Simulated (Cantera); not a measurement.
A Cantera script and what it prints.

```python
import numpy as np
import cantera as ct

gas_names = """
    CL CL2 H HCL H2 N NH NH2 NH3 N2 N2H2 N2H4 Si SiCL SiCL2 SiCL3 SiCL4 SiH SiHCL3 SiH2 SiH2CL2 SiH3
    SiH3CL SiH4 SiN Si2 Si2N Si3
""".split()
cond_names = """
    NH4CL(a) NH4CL(b) Si(cr) Si(L) Si3N4(a)
""".split()


# ... load() reads the species with a 1 bar reference pressure and builds the phases ...
atoms = {
    'Si2Cl6': {'Si': 2, 'CL': 6},
    'NH3': {'N': 1, 'H': 3},
    'H2': {'H': 2},
}
top_T = {'Si3N4(a)': 2400}  # K; cautious upper limits of use, not melting points


# ... equilibrate(T, P, feed) seeds the gas with the atoms and calls Mixture.equilibrate('TP', solver="gibbs", rtol=1e-10, max_steps=50000) ...
results = []
P = 1333.22  # Pa
for T in [1000, 1100, 1200, 1300, 1400, 1500, 1600, 1700, 1800, 1900]:
    for m in [0.18, 0.24, 0.32, 0.42, 0.55, 0.72, 0.95, 1.2, 1.6, 2.1, 2.8]:
        feed = {'Si2Cl6': 1, 'NH3': m, 'H2': 0.58}  # mol
        mix = equilibrate(T, P, feed)
        results.append((T, P, feed, dict(zip(mix.species_names, mix.species_moles))))

for T, P, feed, n in results:
    print(f"{T:7g} {feed['NH3']:10.4g}  " + (" + ".join(c for c in cond_names if n.get(c, 0) > 1e-12) or "gas only"))
```

It prints:

```
   1000       0.18  Si(cr) + Si3N4(a)
   1000       0.24  Si(cr) + Si3N4(a)
   1000       0.32  Si(cr) + Si3N4(a)
   1000       0.42  Si(cr) + Si3N4(a)
   1000       0.55  Si(cr) + Si3N4(a)
   1000       0.72  Si3N4(a)
   1000       0.95  Si3N4(a)
   1000        1.2  Si3N4(a)
   1000        1.6  Si3N4(a)
   1000        2.1  Si3N4(a)
   1000        2.8  Si3N4(a)
   1100       0.18  Si(cr) + Si3N4(a)
   1100       0.24  Si(cr) + Si3N4(a)
   1100       0.32  Si(cr) + Si3N4(a)
   1100       0.42  Si(cr) + Si3N4(a)
   1100       0.55  Si(cr) + Si3N4(a)
   1100       0.72  Si3N4(a)
   1100       0.95  Si3N4(a)
   1100        1.2  Si3N4(a)
   1100        1.6  Si3N4(a)
   1100        2.1  Si3N4(a)
   1100        2.8  Si3N4(a)
   1200       0.18  Si(cr) + Si3N4(a)
   1200       0.24  Si(cr) + Si3N4(a)
   1200       0.32  Si(cr) + Si3N4(a)
   1200       0.42  Si(cr) + Si3N4(a)
   1200       0.55  Si3N4(a)
   1200       0.72  Si3N4(a)
   1200       0.95  Si3N4(a)
   1200        1.2  Si3N4(a)
   1200        1.6  Si3N4(a)
   1200        2.1  Si3N4(a)
   1200        2.8  Si3N4(a)
   1300       0.18  Si3N4(a)
   1300       0.24  Si3N4(a)
   1300       0.32  Si3N4(a)
   1300       0.42  Si3N4(a)
   1300       0.55  Si3N4(a)
   1300       0.72  Si3N4(a)
   1300       0.95  Si3N4(a)
   1300        1.2  Si3N4(a)
   1300        1.6  Si3N4(a)
   1300        2.1  Si3N4(a)
   1300        2.8  Si3N4(a)
   1400       0.18  Si3N4(a)
   1400       0.24  Si3N4(a)
   1400       0.32  Si3N4(a)
   1400       0.42  Si3N4(a)
   1400       0.55  Si3N4(a)
   1400       0.72  Si3N4(a)
   1400       0.95  Si3N4(a)
   1400        1.2  Si3N4(a)
   1400        1.6  Si3N4(a)
   1400        2.1  Si3N4(a)
   1400        2.8  Si3N4(a)
   1500       0.18  gas only
   1500       0.24  gas only
   1500       0.32  gas only
   1500       0.42  Si3N4(a)
   1500       0.55  Si3N4(a)
   1500       0.72  Si3N4(a)
   1500       0.95  Si3N4(a)
   1500        1.2  Si3N4(a)
   1500        1.6  Si3N4(a)
   1500        2.1  Si3N4(a)
   1500        2.8  Si3N4(a)
   1600       0.18  gas only
   1600       0.24  gas only
   1600       0.32  gas only
   1600       0.42  gas only
   1600       0.55  gas only
   1600       0.72  gas only
   1600       0.95  gas only
   1600        1.2  gas only
   1600        1.6  Si3N4(a)
   1600        2.1  Si3N4(a)
   1600        2.8  Si3N4(a)
   1700       0.18  gas only
   1700       0.24  gas only
   1700       0.32  gas only
   1700       0.42  gas only
   1700       0.55  gas only
   1700       0.72  gas only
   1700       0.95  gas only
   1700        1.2  gas only
   1700        1.6  gas only
   1700        2.1  gas only
   1700        2.8  gas only
   1800       0.18  gas only
   1800       0.24  gas only
   1800       0.32  gas only
   1800       0.42  gas only
   1800       0.55  gas only
   1800       0.72  gas only
   1800       0.95  gas only
   1800        1.2  gas only
   1800        1.6  gas only
   1800        2.1  gas only
   1800        2.8  gas only
   1900       0.18  gas only
   1900       0.24  gas only
   1900       0.32  gas only
   1900       0.42  gas only
   1900       0.55  gas only
   1900       0.72  gas only
   1900       0.95  gas only
   1900        1.2  gas only
   1900        1.6  gas only
   1900        2.1  gas only
   1900        2.8  gas only
```

Equilibrium computed with Cantera from the NASA thermochemical tables; the gas is ideal and each condensed phase is pure. The feed counts by its element totals alone. Mutual solubility and eutectic melting of coexisting phases are not modelled. The tables' values for SiCl3 are old estimates.
